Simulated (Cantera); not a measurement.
An adiabatic, constant-volume homogeneous reactor starts with C2H4 : O2 : N2 : H2O = 1 : 6.38 : 24 : 2.5 (molar parts), at 1525 K and 3380 Torr. Integrator tolerance rtol = 1e-08.

Model: GRI-Mech 3.0 (53 species, 325 reactions), integrated in Cantera. GRI-Mech 3.0 was tuned for natural gas; its chemistry of ethylene as a main component is partial and can be far from experiment.

Task: What does this change do: initial temperature 1525 to 1200 K?

Result: 
| quantity | before | after |
|---|---|---|
| time of steepest temperature rise | 9.99 µs | 0.659 ms |
| temperature at 0.200 s | 2599 K | 2391 K |
| equilibrium temperature | 2599 K | 2391 K |
| x(C2H4) at 0.200 s | <1e-12 (gas-phase equilibrium <1e-12) | <1e-12 (gas-phase equilibrium <1e-12) |
| x(O2) at 0.200 s | 0.0896 (gas-phase equilibrium 0.0896) | 0.0927 (gas-phase equilibrium 0.0927) |
| x(H2O) at 0.200 s | 0.125 (gas-phase equilibrium 0.125) | 0.129 (gas-phase equilibrium 0.129) |
| x(CO2) at 0.200 s | 0.0546 (gas-phase equilibrium 0.0546) | 0.0576 (gas-phase equilibrium 0.0576) |
| x(H2) at 0.200 s | 0.00143 (gas-phase equilibrium 0.00143) | 0.000487 (gas-phase equilibrium 0.000487) |
| x(C2H6) at 0.200 s | <1e-12 (gas-phase equilibrium <1e-12) | <1e-12 (gas-phase equilibrium <1e-12) |

Task: What does this change do: pressure from 3380 Torr to 3750 Torr?

Result: 
| quantity | before | after |
|---|---|---|
| time of steepest temperature rise | 9.99 µs | 9.29 µs |
| temperature at 0.200 s | 2599 K | 2602 K |
| equilibrium temperature | 2599 K | 2602 K |
| x(C2H4) at 0.200 s | <1e-12 (gas-phase equilibrium <1e-12) | <1e-12 (gas-phase equilibrium <1e-12) |
| x(O2) at 0.200 s | 0.0896 (gas-phase equilibrium 0.0896) | 0.0896 (gas-phase equilibrium 0.0896) |
| x(H2O) at 0.200 s | 0.125 (gas-phase equilibrium 0.125) | 0.125 (gas-phase equilibrium 0.125) |
| x(CO2) at 0.200 s | 0.0546 (gas-phase equilibrium 0.0546) | 0.0547 (gas-phase equilibrium 0.0547) |
| x(H2) at 0.200 s | 0.00143 (gas-phase equilibrium 0.00143) | 0.00137 (gas-phase equilibrium 0.00137) |
| x(C2H6) at 0.200 s | <1e-12 (gas-phase equilibrium <1e-12) | <1e-12 (gas-phase equilibrium <1e-12) |
